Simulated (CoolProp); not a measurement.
A simple Rankine cycle with R365MFC: condensing at 303.15 K, boiler at 1.78 MPa, turbine inlet 430.7 K, turbine efficiency 0.6, pump efficiency 0.8, no recuperator. Each further row changes one setting.

Model: reference Helmholtz-energy equation of state, Lemmon 2016, in CoolProp.

| case | thermal efficiency (%) | net work (kJ/kg) | heat in (kJ/kg) | turbine exit temperature (K) | volume ratio over the turbine |
|---|---|---|---|---|---|
| as stated | 11.8 | (withheld) | 306 | 375.0 | 32.5 |
| turbine inlet 450.7 K | 11.6 | 39.3 | 337 | 399.0 | 30.0 |
| condensing temperature 295.15 K | 12.5 | (withheld) | (withheld) | 371.4 | 44.6 |
| boiler pressure 1.25 MPa | 10.8 | 34.5 | 318 | 387.0 | 20.0 |
| turbine efficiency 0.5 | (withheld) | (withheld) | 306 | 380.5 | 33.0 |

Q: What belongs in the gaps?

A: 
- as stated, net work (kJ/kg): 36.0
- condensing temperature 295.15 K, net work (kJ/kg): 39.7
- condensing temperature 295.15 K, heat in (kJ/kg): 317
- turbine efficiency 0.5, thermal efficiency (%): 9.7
- turbine efficiency 0.5, net work (kJ/kg): 29.7
